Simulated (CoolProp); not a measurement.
Methanol along the isobar 10700 kPa: density (kg/m³) from the reference equation and from simpler models built on Tc = 240.2 °C, pc = 8216 kPa, ω = 0.565; each cubic takes its own stable root.

Model: reference Helmholtz-energy equation of state, de Reuck 1993, in CoolProp.

```json
[
 {"T (°C)": "201.65", "phase": "liquid", "reference": "582.9"},
 {"T (°C)": "211.25", "phase": "liquid", "reference": "561.1"},
 {"T (°C)": "220.95", "phase": "liquid", "reference": "535.3"},
 {"T (°C)": "230.65", "phase": "liquid", "reference": "503.6"},
 {"T (°C)": "240.35", "phase": "supercritical", "reference": "460.6"},
 {"T (°C)": "250.05", "phase": "supercritical", "reference": "392.5"},
 {"T (°C)": "259.75", "phase": "supercritical", "reference": "232.8"},
 {"T (°C)": "269.35", "phase": "supercritical", "reference": "161.5"},
 {"T (°C)": "279.05", "phase": "supercritical", "reference": "135.1"},
 {"T (°C)": "288.75", "phase": "supercritical", "reference": "120.9"},
 {"T (°C)": "298.45", "phase": "supercritical", "reference": "111.1"},
 {"T (°C)": "308.15", "phase": "supercritical", "reference": "103.8"},
 {"T (°C)": "317.85", "phase": "supercritical", "reference": "98.05"},
 {"T (°C)": "327.45", "phase": "supercritical", "reference": "93.38"},
 {"T (°C)": "337.15", "phase": "supercritical", "reference": "89.43"},
 {"T (°C)": "346.85", "phase": "supercritical", "reference": "86.07"}
]
```

Problem. How far does each simpler model (van der Waals, Redlich-Kwong, Peng-Robinson) lie from the reference over these 16 states: mean and median of the absolute difference, and the worst?

Solution. 
- van der Waals: mean 26.3 %, median 18.7 %, worst -49.7 % at 201.65 °C and 10700 kPa
- Redlich-Kwong: mean 18.1 %, median 10.8 %, worst -35.2 % at 230.65 °C and 10700 kPa
- Peng-Robinson: mean 10.7 %, median 2.5 %, worst -30.3 % at 250.05 °C and 10700 kPa
